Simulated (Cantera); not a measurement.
A closed system holds: 1 mol C2H2, 0.16 mol NH3, equilibrated at 848 K and 2400 Pa.

Equilibrium computed with Cantera from the NASA thermochemical tables; the gas is ideal and each condensed phase is pure. Equilibrium is a limit: real reactors are often held back by kinetics, nucleation or transport.

```
species            before    after
----------------  -------  -------
H2                  0.925    0.888
N2                 0.0614   0.0635
CH4                0.0132   0.0480
NH3               1.00e-5  3.79e-5
C(graphite), mol     1.98     1.94
```
Gas species are given as mole fractions.

Problem. What was changed between the two runs?
A) pressure from 2400 Pa to 9500 Pa
B) NH3 from 0.16 to 0.067 mol
C) temperature from 848 K to 700 K
D) NH3 from 0.16 to 0.038 mol

Solution. A, pressure from 2400 Pa to 9500 Pa
